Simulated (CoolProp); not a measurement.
Vapour-liquid equilibrium of R152A (1) + methanol (2) at 254.4 K; x and y are mole fractions of (1).

Values from CoolProp's multi-fluid Helmholtz-energy mixture model, Outcalt 1996 and de Reuck 1993; pair parameters Bell 2016.

```
x     bubble pressure, mixture model (MPa)  bubble pressure, Raoult's law (MPa)  y, mixture model  y, Raoult's law
----  ------------------------------------  -----------------------------------  ----------------  ---------------
0.05                               0.03499                             0.007434             0.968            0.856
0.2                                0.07278                              0.02635               [?]            0.966
0.35                               0.08115                              0.04527               [?]            0.984
0.5                                0.08627                              0.06419             0.988            0.991
0.65                                   [?]                              0.08311             0.990            0.995
0.8                                 0.1054                               0.1020               [?]            0.998
0.95                                0.1210                               0.1209             0.998            1.000
```

Task: Complete the blanks.

Result: 
- 0.2, y, mixture model: 0.985
- 0.35, y, mixture model: 0.987
- 0.65, bubble pressure, mixture model (MPa): 0.09390
- 0.8, y, mixture model: 0.993

The largest gap from Raoult's law is +370.7 % in bubble pressure, at x = 0.05. No azeotrope shows between x = 0.05 and 0.95.

Pair parameters are fitted to limited data, so mixtures are less certain than the pure fluids. With so large a gap from Raoult's law the liquid may split in two, which this calculation doesn't test in full.
